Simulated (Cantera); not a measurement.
Input (Python, Cantera) and output of one run.

```python
import numpy as np
import cantera as ct

gas_names = """
    F FO FO2 F2 F2O H HF HOF HO2 H2 H2F2 H2O H2O2 H3F3 H4F4 H5F5 H6F6 H7F7 Mg MgF MgF2 MgH MgO MgOH
    MgO2H2 Mg2 Mg2F4 O OH O2 O3
""".split()
cond_names = """
    H2O(s) H2O(L) Mg(cr) Mg(L) MgF2(s) MgF2(L) MgO(s) MgO(L) MgO2H2(s)
""".split()


# ... load() reads the species with a 1 bar reference pressure and builds the phases ...
atoms = {
    'MgO': {'Mg': 1, 'O': 1},
    'F2': {'F': 2},
    'H2': {'H': 2},
}
top_T = {}  # K; cautious upper limits of use, not melting points


# ... equilibrate(T, P, feed) seeds the gas with the atoms and calls Mixture.equilibrate('TP', solver="vcs", rtol=1e-11, max_steps=5000) ...
results = []
feed = {'MgO': 1, 'F2': 7.9, 'H2': 0.46}  # mol
P = 133.322  # Pa
for T in [1300, 1325, 1350, 1375, 1400, 1425, 1450, 1475, 1500, 1525, 1550, 1575, 1600, 1625]:
    mix = equilibrate(T, P, feed)
    results.append((T, P, feed, dict(zip(mix.species_names, mix.species_moles))))

top = {s: max(r[3][s] / sum(r[3][g] for g in gas_names) for r in results) for s in gas_names}
cols = sorted((s for s in top if top[s] > 1e-05), key=lambda s: -top[s])[:8]
seen = [c for c in cond_names if any(r[3].get(c, 0) > 1e-12 for r in results)]
print("log10 of partial pressures in bar; condensed amounts in mol")
print(f"{'T/K':>10s}" + "".join(f"{s[:9]:>10s}" for s in cols + seen))
for T, P, feed, n in results:
    ng = sum(n[g] for g in gas_names)
    print(f"{T:10.4g}" + "".join(f"{np.log10(max(n[s] / ng * P / 1e5, 1e-99)):10.3f}" for s in cols)
          + "".join(f"{n.get(c, 0):10.4g}" for c in seen))
```

Result:

```
log10 of partial pressures in bar; condensed amounts in mol
       T/K         F      MgF2        HF        O2        F2         O     Mg2F4   MgF2(s)
      1300    -2.921    -6.258    -4.066    -4.331    -5.821    -8.918   -10.522    0.9941
      1325    -2.921    -5.973    -4.067    -4.331    -5.947    -8.726   -10.141    0.9886
      1350    -2.922    -5.700    -4.067    -4.332    -6.069    -8.541    -9.775    0.9786
      1375    -2.922    -5.436    -4.068    -4.332    -6.187    -8.362    -9.423    0.9606
      1400    -2.923    -5.183    -4.069    -4.333    -6.302    -8.191    -9.084    0.9293
      1425    -2.924    -4.939    -4.070    -4.335    -6.414    -8.025    -8.757    0.8755
      1450    -2.927    -4.704    -4.073    -4.338    -6.525    -7.866    -8.443    0.7846
      1475    -2.932    -4.477    -4.078    -4.343    -6.636    -7.713    -8.139    0.6329
      1500    -2.939    -4.258    -4.085    -4.350    -6.749    -7.567    -7.847    0.3818
      1525    -2.950    -4.060    -4.096    -4.361    -6.866    -7.427    -7.591         0
      1550    -2.950    -4.060    -4.096    -4.361    -6.959    -7.287    -7.726         0
      1575    -2.950    -4.060    -4.096    -4.361    -7.048    -7.151    -7.857         0
      1600    -2.950    -4.060    -4.096    -4.361    -7.135    -7.019    -7.983         0
      1625    -2.950    -4.060    -4.096    -4.361    -7.219    -6.891    -8.106         0
```

Cantera equilibrium calculation (NASA polynomials, part measured and part estimated; ideal gas, pure solids and liquids).
